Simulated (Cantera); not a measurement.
Reactions in the system N-Nb-O

Standard-state values (1 bar) from the NASA 1993 polynomials, evaluated with Cantera. Values are per mole of reaction as written; species without (g) are pure solids or liquids, kept so even where they would boil at 1 bar.

2 Nb + 2 NO2(g) → 2 NbO2 + N2(g)

```csv
T (K),ΔH° (kJ),ΔS° (J/K),ΔG° (kJ),log10 K,condensed phases
2675,-1396.0,-95.5,-1140.6,22.27,"Nb(s), NbO2(l)"
2725,-1395.1,-95.1,-1135.9,21.77,"Nb(s), NbO2(l)"
2775,-1447.5,-114.2,-1130.6,21.28,"Nb(l), NbO2(l)"
2825,-1445.6,-113.5,-1124.9,20.80,"Nb(l), NbO2(l)"
2875,-1443.8,-112.9,-1119.3,20.34,"Nb(l), NbO2(l)"
2925,-1441.9,-112.2,-1113.7,19.89,"Nb(l), NbO2(l)"
2975,-1440.1,-111.6,-1108.0,19.45,"Nb(l), NbO2(l)"
```
